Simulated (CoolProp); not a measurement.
Carbon dioxide at 298.15 K and 9.96 MPa flows at 0.68 m/s in a round tube of 100 mm bore and 15 µm roughness, fully developed (64/Re and Nu = 3.66 if laminar; Colebrook and Gnielinski if turbulent). Each further row changes one setting.

Computed with CoolProp (reference Helmholtz-energy equation of state, Span 1996).

| case | Reynolds number | Darcy friction factor | pressure drop (Pa/m) | heat-transfer coefficient (W/(m² K)) | mass flow (kg/h) |
|---|---|---|---|---|---|
| as stated | 744000 | 0.0144 | 27.2 | 2020 | 15700 |
| velocity 1.36 m/s | 1490000 | 0.0138 | 104 | 3900 | 31400 |
| diameter 200 mm | 1490000 | 0.0126 | 11.9 | 1810 | 62800 |

Viscosity comes from a separate model (Laesecke 2017). Thermal conductivity comes from a separate model (Huber 2016).
